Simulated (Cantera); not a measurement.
A perfectly stirred reactor is fed with CH4 : C2H6 : C3H8 : O2 : N2 = 1 : 0.63 : 0.083 : 4.81 : 18.1 (molar parts), equivalence ratio 0.96, at 1.09 atm; it is adiabatic with a 525 K inlet, and is followed from long to short residence time, starting on the burning branch (τ in s: 0.031, 0.014, 0.0059, 0.0026, 0.0011, 0.00048, 0.00021, 9.1e-05, 3.9e-05, 1.7e-05).

Detailed kinetics in Cantera: GRI-Mech 3.0 (53 species, 325 reactions).

**Question.** Predict: blow-out, bracketed by the residence times tried; x(CH4) at τ = 31.0 ms; x(C2H6) at τ = 31.0 ms; x(C3H8) at τ = 31.0 ms; x(NO) at τ = 31.0 ms; x(HCO) at τ = 31.0 ms; x(CH4) at τ = 0.480 ms; x(C2H6) at τ = 0.480 ms; x(C3H8) at τ = 0.480 ms; x(NO) at τ = 0.480 ms; x(HCO) at τ = 0.480 ms.

**Answer.** 
| Quantity | Result |
|---|---|
| blow-out, bracketed by the residence times tried | burning at 91.0 µs, out at 39.0 µs |
| x(CH4) at τ = 31.0 ms | 2.73e-6 |
| x(C2H6) at τ = 31.0 ms | 2.02e-7 |
| x(C3H8) at τ = 31.0 ms | 3.10e-8 |
| x(NO) at τ = 31.0 ms | 0.00147 |
| x(HCO) at τ = 31.0 ms | 7.13e-8 |
| x(CH4) at τ = 0.480 ms | 6.77e-5 |
| x(C2H6) at τ = 0.480 ms | 9.95e-6 |
| x(C3H8) at τ = 0.480 ms | 1.08e-6 |
| x(NO) at τ = 0.480 ms | 0.000128 |
| x(HCO) at τ = 0.480 ms | 4.12e-6 |
